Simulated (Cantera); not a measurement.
Charge: 1 mol Cr, 1.6 mol H2O, 5.7 mol N2, equilibrated at 0.0133 bar.

Cantera equilibrium calculation (NASA polynomials, part measured and part estimated; ideal gas, pure solids and liquids). Candidate condensed phases: Cr, CrN, Cr2N, Cr2O3, H2O; 29 gas species. Rates play no part. All values below are at 1298 K.

Base state: N2 0.781, H2 0.205, H2O 0.0137 (mole fractions); condensed: Cr2O3(s).

### Question
What changes in the equilibrium state with this change: H2O from 1.6 to 0.58 mol?

### Answer
```csv
species,before,after
N2,0.781,0.905
H2,0.205,0.0946
H2O,0.0137,3.19e-5
"Cr2O3(s), mol",0.500,0.193
"Cr2N(s), mol",0,0.307
```
Mutual solubility and eutectic melting of coexisting phases are not modelled.
